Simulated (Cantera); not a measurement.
An isothermal, constant-pressure homogeneous reactor starts with CH₄ : H₂O = 1 : 1.1 (molar parts), at 2148 K and 27.0 bar. Integrator tolerance rtol = 1e-08.

Computed with Cantera and GRI-Mech 3.0 (53 species, 325 reactions). The pressure lies above the range GRI-Mech 3.0 was tuned for (to about 10 atm).

Question: What does this change do: temperature 2148 to 1625 K?

Answer: 
| quantity | before | after |
|---|---|---|
| x(CH₄) at 3.00 s | 5.40e-5 (gas-phase equilibrium 5.96e-5) | 0.0960 (gas-phase equilibrium 0.00294) |
| x(H₂O) at 3.00 s | 0.0229 (gas-phase equilibrium 0.0230) | 0.119 (gas-phase equilibrium 0.0249) |
| x(H₂) at 3.00 s | 0.733 (gas-phase equilibrium 0.733) | 0.591 (gas-phase equilibrium 0.730) |
| x(H) at 3.00 s | 0.000692 (gas-phase equilibrium 0.000692) | 1.05e-5 (gas-phase equilibrium 1.17e-5) |
| x(C₂H₄) at 3.00 s | 1.41e-8 (gas-phase equilibrium 1.69e-8) | 0.00145 (gas-phase equilibrium 8.97e-7) |
| x(OH) at 3.00 s | 2.78e-6 (gas-phase equilibrium 2.79e-6) | 8.87e-8 (gas-phase equilibrium 1.67e-8) |
